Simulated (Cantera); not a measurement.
A perfectly stirred reactor is fed with CH₄ : H₂O = 1 : 0.53 (molar parts), at 13300 Pa; it is held at 1650 K, and followed from long to short residence time.

Computed with Cantera and GRI-Mech 3.0 (53 species, 325 reactions). GRI-Mech 3.0 stops at C3 and has no aromatics, soot or wall deposition, so with more carbon than oxygen in the feed, carbon stays in small species such as C2H2 where larger ones or solid carbon would form.

### Question
Predict: x(CH₄) at τ = 0.750 s; x(H₂O) at τ = 0.750 s; x(H₂) at τ = 0.750 s; x(C₂H₄) at τ = 0.750 s; x(CH₂O) at τ = 0.750 s; x(CH₄) at τ = 23.0 ms; x(H₂O) at τ = 23.0 ms; x(H₂) at τ = 23.0 ms; x(C₂H₄) at τ = 23.0 ms; x(CH₂O) at τ = 23.0 ms.

### Answer
```json
{
 "x(CH₄) at τ = 0.750 s": "0.104",
 "x(H₂O) at τ = 0.750 s": "0.187",
 "x(H₂) at τ = 0.750 s": "0.532",
 "x(C₂H₄) at τ = 0.750 s": "0.00133",
 "x(CH₂O) at τ = 0.750 s": "9.06e-7",
 "x(CH₄) at τ = 23.0 ms": "0.434",
 "x(H₂O) at τ = 23.0 ms": "0.302",
 "x(H₂) at τ = 23.0 ms": "0.194",
 "x(C₂H₄) at τ = 23.0 ms": "0.00935",
 "x(CH₂O) at τ = 23.0 ms": "7.39e-6"
}
```
